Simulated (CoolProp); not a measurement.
Saturation properties of sulfur hexafluoride.

Model: reference Helmholtz-energy equation of state, Guder 2009, in CoolProp.

| T (K) | p (MPa) | liquid density (kg/m³) | liquid cp (kJ/(kg K)) | liquid viscosity (µPa s) |
|---|---|---|---|---|
| 242.5 | 0.4812 | 1747 | 0.8989 | 308 |
| 249 | (withheld) | 1711 | (withheld) | (withheld) |
| 255.4 | 0.7408 | 1674 | 0.9480 | 249 |
| 261.8 | 0.9025 | 1634 | 0.9765 | 224 |
| 268.2 | (withheld) | 1592 | (withheld) | (withheld) |
| 274.7 | 1.306 | 1547 | 1.049 | 180 |
| 281.1 | 1.550 | 1498 | 1.097 | 161 |
| 287.5 | 1.825 | 1445 | 1.159 | 143 |

Problem. Fill in the missing entries.

Solution. 
- 249, p (MPa): 0.6016
- 249, liquid cp (kJ/(kg K)): 0.9226
- 249, liquid viscosity (µPa s): 277
- 268.2, p (MPa): 1.089
- 268.2, liquid cp (kJ/(kg K)): 1.009
- 268.2, liquid viscosity (µPa s): 201

Viscosity comes from a separate model (Quiñones-Cisneros 2012).
